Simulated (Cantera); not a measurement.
Input: 1 mol FeS, 340 mol H2, at 2075 K and 0.133 bar.

Cantera equilibrium calculation (NASA polynomials, part measured and part estimated; ideal gas, pure solids and liquids). Candidate condensed phases: Fe, FeS, FeS2, S; 8 gas species. Kinetics and transport are ignored.

Task: What is the equilibrium state?

Result: 
```
Property                              Value
--------------------------------  ---------
x(H2)                                 0.987
x(H)                                0.00725
x(Fe)                               0.00292
x(H2S)                              0.00175
x(SH)                              0.000833
x(S)                               0.000140
x(S2)                               9.99e-5
gas amount                        342.5 mol
log10 activity of Fe(l) (absent)      -0.32
log10 activity of S(l) (absent)       -4.05
```
